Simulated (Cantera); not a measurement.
An isothermal, constant-pressure homogeneous reactor starts with N₂O : H₂O = 0.15 : 0.0058 (molar parts), at 1573 K and 29000 Pa.

Model: GRI-Mech 3.0 (53 species, 325 reactions), integrated in Cantera. GRI-Mech 3.0 was tuned for natural gas; its chemistry of N2O as a main component is partial and can be far from experiment. The temperature is held fixed by assumption; the heat of reaction is taken as removed at once.

x: mole fraction; the columns are a selection and need not sum to one.

```tsv
t (s)	x N₂O	x H₂O	x H	x N₂	x H₂O₂	x NO₂
1.00e-5	0.962	0.0372	(withheld)	0.000280	4.86e-10	5.11e-10
5.37e-5	0.960	0.0371	(withheld)	0.00183	6.84e-8	5.10e-7
0.000289	0.945	0.0368	5.89e-7	0.0105	2.17e-7	5.92e-5
0.00155	0.870	0.0359	(withheld)	0.0546	1.01e-7	0.000496
0.00833	0.582	0.0322	(withheld)	0.226	3.24e-8	0.000773
0.0447	0.107	0.0263	(withheld)	0.511	1.26e-8	0.000360
0.240	0.000468	0.0251	(withheld)	0.579	2.35e-9	0.000352
1.29	5.70e-6	0.0251	5.11e-8	0.579	2.12e-9	0.000361
6.93	5.55e-6	0.0251	5.10e-8	0.580	2.13e-9	0.000357
37.2	4.83e-6	0.0251	5.08e-8	0.585	2.15e-9	0.000336
200	2.56e-6	0.0251	4.99e-8	0.603	2.22e-9	0.000252
```

Task: Some entries are withheld; supply them.

Result: 
- 1.00e-5, x H: 1.82e-8
- 5.37e-5, x H: 2.44e-7
- 0.00155, x H: 6.38e-7
- 0.00833, x H: 7.60e-7
- 0.0447, x H: 1.04e-6
- 0.240, x H: 6.16e-8
